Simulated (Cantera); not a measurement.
What does this Cantera script print?

```python
import numpy as np
import cantera as ct

gas = ct.Solution("gri30.yaml")
gas.TPX = 1323, 130000, {'C2H4': 1, 'O2': 3.66, 'N2': 13.8, 'H2O': 0.23}
reactor = ct.IdealGasReactor(gas, energy="on", clone=False)
net = ct.ReactorNet([reactor])
net.rtol, net.atol = 1e-08, 1e-16
show = ['C2H4', 'O2', 'NO2', 'NO', 'C2H2', 'CO2', 'H2']
times = np.geomspace(6e-06, 0.1, 10)

steps = ct.SolutionArray(gas, extra=["t"])
rows = []
print(f"{'t/s':>10s}{'T/K':>9s}{'P/Pa':>11s}" + "".join(f"{s:>11s}" for s in show))
for t in times:
    while net.time < t:
        t_next = net.step()
        steps.append(gas.state, t=t_next)
    rows.append([np.interp(t, steps.t, y) for y in (steps.T, steps.P, *steps(*show).X.T)])
    print(f"{t:10.3e}{rows[-1][0]:9.1f}{rows[-1][1]:11.4g}" + "".join(f"{x:11.3e}" for x in rows[-1][2:]))
rate = np.gradient(steps.T, steps.t)
print("integrator steps:", len(steps.t))
if steps.T.max() > steps.T[0] + 200:
    print(f"time of steepest temperature rise: {steps.t[rate.argmax()]:.4e} s")
gas.TPX = 1323, 130000, {'C2H4': 1, 'O2': 3.66, 'N2': 13.8, 'H2O': 0.23}
gas.equilibrate("UV")
print(f"equilibrium (UV): T = {gas.T:.1f} K  " + "  ".join(f"{s} {gas[s].X[0]:.3e}" for s in show))
```

Result:

```
       t/s      T/K       P/Pa       C2H4         O2        NO2         NO       C2H2        CO2         H2
 6.000e-06   1323.0    1.3e+05  5.350e-02  1.958e-01  1.093e-26  8.463e-20  1.103e-07  3.710e-15  1.106e-07
 1.767e-05   1323.0    1.3e+05  5.350e-02  1.958e-01  5.024e-24  2.761e-18  3.263e-07  2.727e-13  3.354e-07
 5.204e-05   1323.7  1.301e+05  5.335e-02  1.956e-01  3.374e-16  1.110e-13  5.543e-06  1.561e-07  3.445e-05
 1.533e-04   2881.8  2.943e+05  1.454e-23  4.717e-02  1.260e-06  2.487e-03  3.074e-18  6.434e-02  7.828e-03
 4.514e-04   2878.1  2.936e+05  1.515e-23  4.351e-02  5.233e-06  1.063e-02  3.144e-18  6.488e-02  7.774e-03
 1.329e-03   2870.3  2.926e+05  1.543e-23  4.100e-02  7.897e-06  1.644e-02  3.115e-18  6.497e-02  7.810e-03
 3.915e-03   2869.7  2.926e+05  1.545e-23  4.080e-02  8.103e-06  1.690e-02  3.113e-18  6.498e-02  7.813e-03
 1.153e-02   2869.7  2.926e+05  1.545e-23  4.080e-02  8.103e-06  1.690e-02  3.113e-18  6.498e-02  7.813e-03
 3.396e-02   2869.7  2.926e+05  1.545e-23  4.080e-02  8.103e-06  1.690e-02  3.113e-18  6.498e-02  7.813e-03
 1.000e-01   2869.7  2.926e+05  1.545e-23  4.080e-02  8.103e-06  1.690e-02  3.113e-18  6.498e-02  7.813e-03
integrator steps: 1650
time of steepest temperature rise: 7.2472e-05 s
equilibrium (UV): T = 2869.7 K  C2H4 1.753e-23  O2 4.080e-02  NO2 8.103e-06  NO 1.690e-02  C2H2 3.306e-18  CO2 6.498e-02  H2 7.813e-03
```

Cantera simulation using GRI-Mech 3.0 (53 species, 325 reactions); the numbers are that mechanism's predictions, not measurements. GRI-Mech 3.0 was tuned for natural gas; its chemistry of ethylene as a main component is partial and can be far from experiment.
